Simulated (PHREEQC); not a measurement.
Make-up at 20 °C: 0.0012 mol CdCl2 per kg of water. Closed to the air; pH follows from the charge balance.

All values are PHREEQC results (ion-association model, wateq4f.dat), not measurements.

No solid was allowed to form.

Q: Estimate the pH.

A: pH 6.48.

Q: In which forms is Cd present?

A: Cd+2 86 %, CdCl+ 14 % of the Cd.
